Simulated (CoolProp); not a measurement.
Vapour-liquid equilibrium of CHF3 (R23) (1) + R227EA (2) at 102 kPa; x and y are mole fractions of (1).

Model: multi-fluid Helmholtz-energy mixture model, Penoncello 2003 and Lemmon 2016; pair parameters Bell 2016, in CoolProp.

Task: Give the bubble temperature and the first vapour's composition at x = 0.15, 0.65, 0.95. Is there an azeotrope?

Result: x = 0.15: -48.2 °C, y = 0.824; x = 0.65: -75.7 °C, y = 0.987; x = 0.95: -81.0 °C, y = 0.998. No azeotrope shows between x = 0.05 and 0.95.

The pair parameters rest on a limited set of measurements; away from them the model extrapolates. The gap from Raoult's law changes sign with composition, which may be real or a fault of the pair parameters; it wasn't checked against measurements.
